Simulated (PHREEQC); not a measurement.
# Copper plating or etch bath: an equilibrium model

Solution (65 °C): 0.00099 mol CuCl2, 0.0094 mol HCl and 0.0051 mol FeCl3 per kg of water. Closed to the air; pH follows from the charge balance.

The numbers come from PHREEQC with the ion-association model, wateq4f.dat.

This is a speciation only: nothing precipitates in the calculation.

Estimate the pH, ionic strength.

pH 1.96; ionic strength 0.0339 mol/kgw.

In which forms is Cl present?

Cl- 95 %, FeCl+2 3.9 %, CuCl+ 0.6 % of the Cl.

The solution is supersaturated, for example in Hematite (slow to form), Goethite (slow to form), so a real one may precipitate; this is no full list. Species that the database lacks are ignored. Away from 25 °C the constants follow the database's enthalpies or fits; those with neither stay at their 25 °C values.
